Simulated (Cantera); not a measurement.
Charge: 1 mol SO2, 0.5 mol H2, 5.4 mol N2, held at 1548 K and 0.000100 bar.

Method: chemical equilibrium by Gibbs-energy minimisation in Cantera with the NASA 1993 tables (ideal gas, pure condensed phases). Candidate condensed phases: H2O, H2SO4, S; 35 gas species. The numbers say what is thermodynamically allowed, not how fast it happens.

Base state: N2 0.789, SO2 0.116, H2O 0.0486, H2 0.0240, SO 0.0120, S2 0.00863, S 0.000649, H 0.000477 (mole fractions); condensed: gas only.

Task: What changes in the equilibrium state with this change: H2 from 0.5 to 0.67 mol?

Result: 
| species | before | after |
|---|---|---|
| N2 | 0.789 | 0.773 |
| SO2 | 0.116 | 0.106 |
| H2O | 0.0486 | 0.0613 |
| H2 | 0.0240 | 0.0340 |
| S2 | 0.00863 | 0.0116 |
| SO | 0.0120 | 0.0124 |
| H2S | 6.46e-5 | 0.000106 |
| SH | 0.000280 | 0.000386 |
